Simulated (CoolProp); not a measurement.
Vapour-liquid equilibrium of R134a (1) + R142b (2) at 0.587 MPa; x and y are mole fractions of (1).

Model: multi-fluid Helmholtz-energy mixture model, Tillner-Roth 1994 and Lemmon 2006; pair parameters Bell 2016, in CoolProp.

```
x     bubble temperature, mixture model (K)  bubble temperature, Raoult's law (K)  y, mixture model  y, Raoult's law
----  -------------------------------------  ------------------------------------  ----------------  ---------------
0.05                                  315.3                                 315.7             0.094            0.093
0.15                                  311.6                                 312.5             0.256            0.256
0.25                                  308.4                                 309.7             0.389            0.394
0.35                                  305.6                                 307.0             0.502            0.513
0.45                                  303.1                                 304.6             0.599            0.616
0.55                                  301.0                                 302.4             0.684            0.706
0.65                                  299.1                                 300.3             0.760            0.785
0.75                                  297.5                                 298.4             0.831            0.855
0.85                                  296.0                                 296.5             0.899            0.918
0.95                                  294.6                                 294.8             0.966            0.974
```

The largest gap from Raoult's law is -1.5 K in bubble temperature, at x = 0.45. No azeotrope shows between x = 0.05 and 0.95.

The pair parameters rest on a limited set of measurements; away from them the model extrapolates.
